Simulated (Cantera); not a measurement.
A closed system holds: 1 mol Si, 0.87 mol Br₂, at 900 K and 8.20e-5 bar.

Method: chemical equilibrium by Gibbs-energy minimisation in Cantera with the NASA 1993 tables (ideal gas, pure condensed phases). Candidate condensed phases: Br₂, Si; 9 gas species. The tables' values for SiBr₃ are old estimates; treat these amounts as uncertain. The numbers say what is thermodynamically allowed, not how fast it happens.

Base state: SiBr₄ 0.968, SiBr₂ 0.0256, SiBr₃ 0.00654 (mole fractions); condensed: Si(s).

Q: What changes in the equilibrium state with this change: pressure from 8.20e-5 bar to 0.100 bar?

A: 
```json
[
 {"species": "SiBr₄", "before": "0.968", "after": "0.998"},
 {"species": "SiBr₃", "before": "0.00654", "after": "0.00113"},
 {"species": "SiBr₂", "before": "0.0256", "after": "0.000745"},
 {"species": "Si(s), mol", "before": "0.559", "after": "0.565"}
]
```

Q: What changes in the equilibrium state with this change: Br₂ from 0.87 to 7.4 mol?

A: 
| species | before | after |
|---|---|---|
| Br₂ | 3.37e-9 | 0.711 |
| SiBr₄ | 0.968 | 0.145 |
| Br | 9.93e-6 | 0.144 |
| SiBr₂ | 0.0256 | <1e-9 |
| SiBr₃ | 0.00654 | 6.75e-8 |
| Si(s), mol | 0.559 | 0 |
